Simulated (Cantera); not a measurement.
Feed: 1 mol CaO, 22 mol HF, at 1027 °C and 1000 Pa.

Method: chemical equilibrium by Gibbs-energy minimisation in Cantera with the NASA 1993 tables (ideal gas, pure condensed phases). Candidate condensed phases: Ca, CaF₂, CaO, Ca(OH)₂, H₂O; 29 gas species. The numbers say what is thermodynamically allowed, not how fast it happens.

Question: What is the equilibrium state?

Answer: 
```
Item                                  Value
--------------------------------  ---------
x(HF)                                 0.952
x(H₂O)                               0.0476
x(H₂)                               1.54e-5
x(O₂)                               7.24e-6
x(OH)                               1.76e-6
x(CaF₂)                             1.44e-6
n(CaF₂(s))                        1.000 mol
gas amount                        21.00 mol
log10 activity of Ca(l) (absent)     -20.78
```
